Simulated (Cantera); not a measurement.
A freely propagating, adiabatic, planar premixed flame of CH₄ : H₂ : O₂ : N₂ = 1 : 0.36 : 1.56 : 7.16 (molar parts), equivalence ratio 1.4, unburnt at 700 K and 13300 Pa; mixture-averaged transport, grid criteria slope 0.08 and curve 0.16, no radiation.

Detailed kinetics in Cantera: GRI-Mech 3.0 (53 species, 325 reactions). Burning velocities carry a grid error of a few per cent, more on coarse grids.

Problem. What does this change do: inlet temperature 700 to 550 K?

Solution. 
```
quantity                    before     after
------------------------  --------  --------
laminar burning velocity  176 cm/s  101 cm/s
thermal thickness          2.31 mm   2.66 mm
peak x(H)                   0.0161    0.0131
peak x(HO₂)                9.50e-5   7.64e-5
```
